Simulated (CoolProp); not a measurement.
The fluid at 298.15 K and 1.53 MPa (gas) is heated at constant pressure to 497.7 K. The same conditions are run with several fluids, on thermodynamics alone (safety and materials aside).

The numbers come from the reference Helmholtz-energy equation of state of each fluid (sulfur hexafluoride: Guder 2009; carbon monoxide: Lemmon 2006; nitrous oxide: Lemmon 2006) in CoolProp.

Question: Rank sulfur hexafluoride, carbon monoxide, nitrous oxide by heat (kJ/kg), highest first.

Answer: carbon monoxide (212), nitrous oxide (203), sulfur hexafluoride (165)

```json
[
 {"fluid": "sulfur hexafluoride", "final density (kg/m³)": "55.4"},
 {"fluid": "carbon monoxide", "final density (kg/m³)": "10.3"},
 {"fluid": "nitrous oxide", "final density (kg/m³)": "16.5"}
]
```
